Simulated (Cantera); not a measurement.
A perfectly stirred reactor is fed with CH4 : H2 : O2 : N2 = 1 : 0.039 : 3.42 : 12.9 (molar parts), at 500000 Pa; it is adiabatic with a 800 K inlet, and is followed from long to short residence time, starting on the burning branch (τ in s: 0.36, 0.12, 0.039, 0.013, 0.0044, 0.0015, 0.00048, 0.00016, 5.4e-05, 1.8e-05).

Model: GRI-Mech 3.0 (53 species, 325 reactions), integrated in Cantera.

**Question.** Predict: blow-out, bracketed by the residence times tried; x(CH4) at τ = 0.360 s; x(H2) at τ = 0.360 s; x(O2) at τ = 0.360 s; x(H2O2) at τ = 0.360 s; x(CH4) at τ = 1.50 ms; x(H2) at τ = 1.50 ms; x(O2) at τ = 1.50 ms; x(H2O2) at τ = 1.50 ms; x(C2H4) at τ = 1.50 ms.

**Answer.** 
- blow-out, bracketed by the residence times tried: burning at 54.0 µs, out at 18.0 µs
- x(CH4) at τ = 0.360 s: 4.24e-7
- x(H2) at τ = 0.360 s: 7.61e-5
- x(O2) at τ = 0.360 s: 0.0797
- x(H2O2) at τ = 0.360 s: 1.59e-7
- x(CH4) at τ = 1.50 ms: 4.82e-5
- x(H2) at τ = 1.50 ms: 0.000331
- x(O2) at τ = 1.50 ms: 0.0808
- x(H2O2) at τ = 1.50 ms: 3.00e-7
- x(C2H4) at τ = 1.50 ms: 2.12e-8
